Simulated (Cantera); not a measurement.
Gas activation for diamond growth

An isothermal, constant-pressure homogeneous reactor starts with 16.0 % CH4, 84.0 % H2, 0.0613 % N2, at 2475 K and 5600 Pa.

Model: GRI-Mech 3.0 (53 species, 325 reactions), integrated in Cantera. GRI-Mech 3.0 stops at C3 and has no aromatics, soot or wall deposition, so with more carbon than oxygen in the feed, carbon stays in small species such as C2H2 where larger ones or solid carbon would form.

```json
[
 {"t (s)": "6.00e-5", "x CH4": "0.118", "x H2": "0.839", "x CH2": "0.000217", "x H": "0.0109", "x C2H4": "0.00221"},
 {"t (s)": "0.000177", "x CH4": "0.0575", "x H2": "0.866", "x CH2": "0.000330", "x H": "0.0200", "x C2H4": "0.00178"},
 {"t (s)": "0.000520", "x CH4": "0.0145", "x H2": "0.894", "x CH2": "0.000206", "x H": "0.0254", "x C2H4": "0.000222"},
 {"t (s)": "0.00153", "x CH4": "0.00193", "x H2": "0.895", "x CH2": "7.35e-5", "x H": "0.0346", "x C2H4": "1.63e-5"},
 {"t (s)": "0.00451", "x CH4": "0.000221", "x H2": "0.884", "x CH2": "1.84e-5", "x H": "0.0479", "x C2H4": "5.65e-6"},
 {"t (s)": "0.0133", "x CH4": "3.64e-5", "x H2": "0.866", "x CH2": "6.34e-6", "x H": "0.0672", "x C2H4": "3.54e-6"},
 {"t (s)": "0.0391", "x CH4": "1.89e-5", "x H2": "0.849", "x CH2": "5.45e-6", "x H": "0.0849", "x C2H4": "2.58e-6"},
 {"t (s)": "0.115", "x CH4": "1.74e-5", "x H2": "0.846", "x CH2": "5.43e-6", "x H": "0.0881", "x C2H4": "2.45e-6"},
 {"t (s)": "0.340", "x CH4": "1.73e-5", "x H2": "0.846", "x CH2": "5.43e-6", "x H": "0.0881", "x C2H4": "2.45e-6"},
 {"t (s)": "1.00", "x CH4": "1.73e-5", "x H2": "0.846", "x CH2": "5.43e-6", "x H": "0.0881", "x C2H4": "2.45e-6"}
]
```
x: mole fraction; the columns are a selection and need not sum to one.

Equilibrium at this temperature and pressure: CH4 1.75e-5, H2 0.846, CH2 5.48e-6, H 0.0881, C2H4 2.43e-6 (gas phase only).
